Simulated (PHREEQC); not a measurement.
**Leach liquor**

Dissolve 0.029 mol/kgw HCl, 0.00014 mol/kgw ZnSO4 and 0.17 mol/kgw NiSO4 at 15 °C. Closed to the air; pH follows from the charge balance.

Equilibrium calculation in PHREEQC: ion-association model, wateq4f.dat.

Each row changes one thing in this solution. Precipitation was switched off in this run.

```
case                                            pH  ionic strength (mol/kgw)  Ni+2 (mol/kgw)  NiSO4 (mol/kgw)  SO4-2 (mol/kgw)  HSO4- (mol/kgw)  SI of Morenosite (NiSO4:7H2O)
--------------------------------------------  ----  ------------------------  --------------  ---------------  ---------------  ---------------  -----------------------------
as made                                       2.06                     0.360          0.0908           0.0772           0.0745           0.0177                          -0.91
HCl left out                                  6.10                     0.340          0.0850           0.0846           0.0847          1.85e-6                          -0.87
diluted 100-fold with water                   3.60                   0.00623         0.00150         0.000204          0.00147          2.27e-5                          -3.51
HCl from 0.029 to 0.0319 mol/kgw              2.01                     0.362          0.0914           0.0764           0.0736           0.0194                          -0.91
diluted 5-fold with water                     2.53                    0.0900          0.0221           0.0118           0.0199          0.00229                          -1.74
ZnSO4 replaced by MnSO4 at the same molality  2.06                     0.360          0.0908           0.0772           0.0746           0.0177                          -0.91
ZnSO4 from 0.00014 to 0.000154 mol/kgw        2.06                     0.360          0.0908           0.0772           0.0745           0.0177                          -0.91
0.27 mol/kgw K2SO4 added                      2.31                     0.850          0.0579            0.110            0.217           0.0224                          -0.74
ZnSO4 from 0.00014 to 0.0007 mol/kgw          2.06                     0.361          0.0908           0.0772           0.0746           0.0177                          -0.91
```

The ionic strength passes 0.7 mol/kgw, the rough limit of the ion-association models, in 0.27 mol/kgw K2SO4 added.
